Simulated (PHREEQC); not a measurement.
# Reverse-osmosis permeate (model solution)

Model water analysis in mg/kgw, 20 °C, pH 6.43, pe 0.5: Na 3.37; K 0.00119; Ca 3.13; Mg 4.15; Cl 5.64; S(6) as SO4 19; Alkalinity as HCO3 4.36; F 0.013; Sr 0.0201; B 0.00649; Br 0.484; Zn 0.00908; Ba 0.063.

Valence states are taken as typed.

Model: ion-association model, wateq4f.dat, run in PHREEQC.

Precipitation was switched off in this run.

What charge-balance error does the model give?

charge-balance error 1.0 %.

In which forms is Ba present?

Ba+2 93 %, BaSO4 6.7 % of the Ba.

Real BF4- forms and hydrolyses slowly; the run takes it at equilibrium.
